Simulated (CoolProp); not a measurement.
Saturation properties of R236FA.

Computed with CoolProp (reference Helmholtz-energy equation of state, Pan 2012).

| T (°C) | p (MPa) | liquid density (kg/m³) | liquid cp (kJ/(kg K)) | vapour Z | liquid viscosity (µPa s) | liquid conductivity (mW/(m K)) |
|---|---|---|---|---|---|---|
| -48.85 | 0.008339 | 1586 | 1.161 | 0.9926 | 888 | 96.5 |
| -38.45 | 0.01607 | 1556 | 1.163 | 0.9878 | 724 | 92.9 |
| -28.05 | 0.02892 | 1526 | 1.168 | 0.9812 | 604 | 89.4 |
| -17.65 | 0.04908 | 1495 | 1.176 | 0.9723 | 511 | 86.0 |
| -7.25 | 0.07922 | 1464 | 1.186 | 0.9609 | 439 | 82.7 |
| 3.15 | 0.1224 | 1432 | 1.200 | 0.9468 | 380 | 79.5 |
| 13.45 | 0.1816 | 1398 | 1.216 | 0.9299 | 331 | 76.5 |
| 23.85 | 0.2617 | 1364 | 1.235 | 0.9096 | 290 | 73.4 |

It boils at -1.5 °C under 1 atm.

Viscosity comes from a separate model (Huber 2003), an estimate that may be off by 10 % or more. Thermal conductivity comes from a separate model (Huber 2003), an estimate that may be off by 10 % or more.
